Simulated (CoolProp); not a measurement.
Vapour-liquid equilibrium of sulfur hexafluoride (1) + R113 (2) at 6.45 °C; x and y are mole fractions of (1).

Values from CoolProp's multi-fluid Helmholtz-energy mixture model, Guder 2009 and Marx 1992; pair parameters Bell 2016.

### Question
Give the bubble pressure and the first vapour's composition at x = 0.575, 0.725, 0.8. Is there an azeotrope?

### Answer
x = 0.575: 5.704 bar, y = 0.974; x = 0.725: 8.388 bar, y = 0.989; x = 0.8: 10.12 bar, y = 0.994. No azeotrope shows between x = 0.05 and 0.95.

The pair parameters rest on a limited set of measurements; away from them the model extrapolates. The gap from Raoult's law changes sign with composition, which may be real or a fault of the pair parameters; it wasn't checked against measurements. With so large a gap from Raoult's law the liquid may split in two, which this calculation doesn't test in full.
